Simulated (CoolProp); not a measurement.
Vapour-liquid equilibrium of CH2F2 (R32) (1) + R236FA (2) at -31.45 °C; x and y are mole fractions of (1).

The numbers come from the multi-fluid Helmholtz-energy mixture model, Tillner-Roth 1997 and Pan 2012; pair parameters Bell 2016 in CoolProp.

```csv
x,"bubble pressure, mixture model (bar)","bubble pressure, Raoult's law (bar)","y, mixture model","y, Raoult's law"
0.05,0.3585,0.3570,0.358,0.361
0.2,0.7271,0.7072,0.727,0.728
0.35,1.093,1.057,0.848,0.852
0.5,1.443,1.407,0.908,0.915
0.65,1.777,1.758,0.945,0.952
0.8,2.109,2.108,0.971,0.977
0.95,2.454,2.458,0.993,0.995
```

The largest gap from Raoult's law is +3.4 % in bubble pressure, at x = 0.35. No azeotrope shows between x = 0.05 and 0.95.

Pair parameters are fitted to limited data, so mixtures are less certain than the pure fluids.
